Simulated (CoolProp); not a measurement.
Vapour-liquid equilibrium of propane (1) + isobutene (2) at 50.75 °C; x and y are mole fractions of (1).

Values from CoolProp's multi-fluid Helmholtz-energy mixture model, Lemmon 2009 and Lemmon 2005; pair parameters Bell 2016.

```tsv
x	bubble pressure (MPa)	y at the bubble point	dew pressure at overall composition x (MPa)	liquid density (mol/L)
0.05	0.6905	0.128	0.6475	…
0.2	0.8695	…	0.7349	…
0.35	1.028	0.548	0.8432	9.995
0.5	…	…	0.9780	10.05
0.65	…	0.788	1.145	10.10
0.8	1.501	0.886	1.355	10.14
0.95	1.679	0.973	…	10.15
```

**Question.** Fill in the missing entries.

**Answer.** 
- 0.05, liquid density (mol/L): 9.895
- 0.2, y at the bubble point: 0.382
- 0.2, liquid density (mol/L): 9.943
- 0.5, bubble pressure (MPa): 1.180
- 0.5, y at the bubble point: 0.677
- 0.65, bubble pressure (MPa): 1.336
- 0.95, dew pressure at overall composition x (MPa): 1.628

No azeotrope shows between x = 0.05 and 0.95.

The pair parameters rest on a limited set of measurements; away from them the model extrapolates. The gap from Raoult's law changes sign with composition, which may be real or a fault of the pair parameters; it wasn't checked against measurements.
